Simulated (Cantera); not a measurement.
An isothermal, constant-pressure homogeneous reactor starts with NO : N₂ = 1 : 3.6 (molar parts), at 1425 K and 180000 Pa. Integrator tolerance rtol = 1e-08.

Model: GRI-Mech 3.0 (53 species, 325 reactions), integrated in Cantera.

What does this change do: temperature 1425 to 1698 K?


| quantity | before | after |
|---|---|---|
| x(NO) at 10.0 s | 0.212 (gas-phase equilibrium 0.000639) | 0.124 (gas-phase equilibrium 0.00220) |
| x(O) at 10.0 s | 6.28e-8 (gas-phase equilibrium 3.43e-7) | 7.20e-6 (gas-phase equilibrium 1.08e-5) |
| x(O₂) at 10.0 s | 0.00262 (gas-phase equilibrium 0.108) | 0.0466 (gas-phase equilibrium 0.108) |
| x(NO₂) at 10.0 s | 0.000248 (gas-phase equilibrium 4.18e-6) | 0.000248 (gas-phase equilibrium 6.63e-6) |
| x(N₂) at 10.0 s | 0.785 (gas-phase equilibrium 0.891) | 0.829 (gas-phase equilibrium 0.890) |
| x(N₂O) at 10.0 s | 1.47e-5 (gas-phase equilibrium 5.73e-8) | 6.28e-6 (gas-phase equilibrium 1.83e-7) |

What does this change do: temperature 1425 to 1923 K?


| quantity | before | after |
|---|---|---|
| x(NO) at 10.0 s | 0.212 (gas-phase equilibrium 0.000639) | 0.0106 (gas-phase equilibrium 0.00466) |
| x(O) at 10.0 s | 6.28e-8 (gas-phase equilibrium 3.43e-7) | 8.73e-5 (gas-phase equilibrium 8.85e-5) |
| x(O₂) at 10.0 s | 0.00262 (gas-phase equilibrium 0.108) | 0.103 (gas-phase equilibrium 0.106) |
| x(NO₂) at 10.0 s | 0.000248 (gas-phase equilibrium 4.18e-6) | 1.97e-5 (gas-phase equilibrium 8.77e-6) |
| x(N₂) at 10.0 s | 0.785 (gas-phase equilibrium 0.891) | 0.886 (gas-phase equilibrium 0.889) |
| x(N₂O) at 10.0 s | 1.47e-5 (gas-phase equilibrium 5.73e-8) | 4.11e-7 (gas-phase equilibrium 3.76e-7) |
